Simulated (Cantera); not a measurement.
Input: 1 mol BCl3, 5.9 mol O2, 25 mol H2, at 1425 °C and 1.00 bar.

Cantera equilibrium calculation (NASA polynomials, part measured and part estimated; ideal gas, pure solids and liquids). Candidate condensed phases: B, B2O3, B3O3H3, H2O; 33 gas species. The tables' values for BOCl are old estimates; treat these amounts as uncertain. Gases not in the tables: H3BO3. Rates play no part.

Base state: H2 0.489, H2O 0.363, HCl 0.111, HBO2 0.0362, B2O3 0.000216, H 0.000101, (HBO2)3 9.81e-5, HBO 7.86e-5 (mole fractions); condensed: gas only.

Q: What changes in the equilibrium state with this change: BCl3 replaced by BF3?

A: 
| species | before | after |
|---|---|---|
| H2 | 0.489 | 0.489 |
| H2O | 0.363 | 0.379 |
| HF | 0 | 0.0953 |
| HCl | 0.111 | 0 |
| BOF | 0 | 0.0147 |
| HBO2 | 0.0362 | 0.0217 |
| BF3 | 0 | 0.000362 |
| BOCl | 2.01e-5 | 0 |

Q: What changes in the equilibrium state with this change: temperature from 1425 °C to 677 °C?

A: 
```
species         before    after
------------  --------  -------
H2               0.489    0.500
H2O              0.363    0.378
HCl              0.111    0.114
HBO2            0.0362  5.33e-6
(HBO2)3        9.81e-5  0.00841
B2O3          0.000216    <1e-9
H             0.000101    <1e-9
B2O3(l), mol         0    0.167
```
